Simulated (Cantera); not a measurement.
Mixture: CH3OH : O2 : N2 = 1 : 3.66 : 10.6 (molar parts), at 2000000 Pa, adiabatic and at constant volume. Ignition delay is the time to a rise of 400 K.

Detailed kinetics in Cantera: GRI-Mech 3.0 (53 species, 325 reactions). GRI-Mech 3.0 was tuned for natural gas; its chemistry of methanol as a main component is partial and can be far from experiment. The pressure lies above the range GRI-Mech 3.0 was tuned for (to about 10 atm).

**Question.** What does this change do: 0.032 parts H2 added?

**Answer.** 
| quantity | before | after |
|---|---|---|
| delay at 1000 K | 60.8 ms | 45.8 ms |
| delay at 1150 K | 2.52 ms | 2.33 ms |
| delay at 1300 K | 0.219 ms | 0.213 ms |
| delay at 1450 K | 34.3 µs | 33.8 µs |
| apparent activation energy between 1375 and 1525 K | 190 kJ/mol | 190 kJ/mol |

**Question.** What does this change do: pressure from 2000000 Pa to 3700000 Pa?

**Answer.** 
| quantity | before | after |
|---|---|---|
| delay at 1000 K | 60.8 ms | 41.3 ms |
| delay at 1150 K | 2.52 ms | 1.72 ms |
| delay at 1300 K | 0.219 ms | 0.148 ms |
| delay at 1450 K | 34.3 µs | 22.7 µs |
| apparent activation energy between 1375 and 1525 K | 190 kJ/mol | 190 kJ/mol |

**Question.** What does this change do: pressure from 2000000 Pa to 1800000 Pa?

**Answer.** 
```tsv
quantity	before	after
delay at 1000 K	60.8 ms	65.2 ms
delay at 1150 K	2.52 ms	2.70 ms
delay at 1300 K	0.219 ms	0.235 ms
delay at 1450 K	34.3 µs	37.0 µs
apparent activation energy between 1375 and 1525 K	190 kJ/mol	190 kJ/mol
```
